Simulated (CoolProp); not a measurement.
Vapour-liquid equilibrium of carbon dioxide (1) + R142b (2) at 265.6 K; x and y are mole fractions of (1).

Model: multi-fluid Helmholtz-energy mixture model, Span 1996 and Lemmon 2006; pair parameters Bell 2016, in CoolProp.

```tsv
x	bubble pressure, mixture model (bar)	bubble pressure, Raoult's law (bar)	y, mixture model	y, Raoult's law
0.05	2.117	2.445	0.500	0.580
0.15	4.475	5.175	0.777	0.823
0.25	7.078	7.905	0.868	0.898
0.35	9.787	10.64	0.911	0.934
0.45	12.50	13.37	0.936	0.956
0.55	15.18	16.10	0.953	0.970
0.65	17.83	18.83	0.965	0.980
0.75	20.53	21.56	0.975	0.987
0.85	23.40	24.29	0.985	0.993
0.95	26.60	27.02	0.995	0.998
```

The largest gap from Raoult's law is -13.5 % in bubble pressure, at x = 0.15. No azeotrope shows between x = 0.05 and 0.95.

The pair parameters rest on a limited set of measurements; away from them the model extrapolates.
